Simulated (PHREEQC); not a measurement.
## Metal-bearing waste water (model solution)

Dissolve 0.0027 mol/kgw ZnSO4, 0.00053 mol/kgw MgSO4, 0.00016 mol/kgw NaH2PO4 and 0.01 mol/kgw NaCl at 25 °C. Closed to the air; pH follows from the charge balance.

All values are PHREEQC results (ion-association model, wateq4f.dat), not measurements.

```json
{
 "pH": "5.43",
 "ionic_strength": "0.0206 mol/kgw"
}
```

```
species     molality  activity   log γ
----------  --------  --------  ------
Na+           0.0101   0.00878  -0.060
Cl-          0.00996   0.00863  -0.063
SO4-2        0.00259   0.00150  -0.238
Zn+2         0.00220   0.00130  -0.228
ZnSO4       0.000454  0.000456   0.002
Mg+2        0.000438  0.000259  -0.229
H2PO4-      0.000154  0.000135  -0.058
MgSO4        9.04e-5   9.08e-5   0.002
NaSO4-       7.54e-5   6.59e-5  -0.058
ZnCl+        3.48e-5   3.02e-5  -0.062
Zn(SO4)2-2   9.74e-6   5.56e-6  -0.244
H+           4.20e-6   3.73e-6  -0.051
HPO4-2       3.88e-6   2.25e-6  -0.237
MgH2PO4+     1.30e-6   1.14e-6  -0.058
```

No solid was allowed to form. H3PO4, which wateq4f.dat lacks, is added to it with the constant of phreeqc.dat. The database has no phosphate complexes of Zn.
